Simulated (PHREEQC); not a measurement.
Dissolve 0.67 mol/kgw MgSO4 and 0.018 mol/kgw NaHCO3 at 25 °C. Closed to the air; pH follows from the charge balance.

Computed with PHREEQC (Pitzer model, pitzer.dat).

### Question
The ionic strength comes out as 2.70 mol/kgw. What activity coefficients do Mg+2, CO3-2, HCO3-, Na+, MgOH+ get?

### Answer
Mg+2 0.13, CO3-2 0.011, HCO3- 0.40, Na+ 0.64, MgOH+ 0.46. Single-ion values are on the MacInnes scale.

This is a speciation only: nothing precipitates in the calculation. Examples of supersaturated solids here: Magnesite (slow to form). Others may be too. In brines, pH and single-ion activities rest on the MacInnes convention.
